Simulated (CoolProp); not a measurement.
Computed with CoolProp (reference Helmholtz-energy equation of state, Lemmon 2006). It is a short technical equation, of lower accuracy than the large ones.

Task: For carbonyl sulfide, give the phase and the cv (kJ/(kg K)), Joule-Thomson coefficient (K/MPa), expansivity (1/kK) at 342.2 K and 6540 kPa.

Result: 
- 342.2 K and 6540 kPa: liquid; cv 0.723, Joule-Thomson coefficient 0.431, expansivity 4.65
